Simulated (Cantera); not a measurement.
# Thermodynamics of fluorocarbon and chlorocarbon gases, feed C2F6 + Si + H2

A closed system holds: 1 mol C2F6, 0.008 mol Si, 0.2 mol H2.

Cantera equilibrium calculation (NASA polynomials, part measured and part estimated; ideal gas, pure solids and liquids). Candidate condensed phases: C, C6H6, C7H8, C8H18, Si, SiC; 113 gas species. The feed counts by its element totals alone. The tables' values for SiF2, SiF3 are old estimates. Rates play no part.

Stable condensed phases:

```
T in °C \ P in Pa
              1    3.6     13     46    170    600   2200   7700  28000 100000
   2727       A      A      A      A      A      B      B      B      B      A
   2677       A      A      A      A      A      B      B      B      B      A
   2627       A      A      A      A      B      B      B      B      B      A
   2577       A      A      A      A      B      B      B      B      A      A
   2527       A      A      A      B      B      B      B      B      A      A
   2477       A      A      A      B      B      B      B      B      A      B
   2427       A      A      B      B      B      B      B      B      A      B
   2377       A      A      B      B      B      B      B      B      B      B
   2327       A      B      B      B      B      B      B      B      B      B
   2277       A      B      B      B      B      B      B      B      B      B
   2227       B      B      B      B      B      B      B      B      B      B
   2177       B      B      B      B      B      B      B      B      B      B
   2127       B      B      B      B      B      B      B      B      B      B
```

A: gas only; B: C.
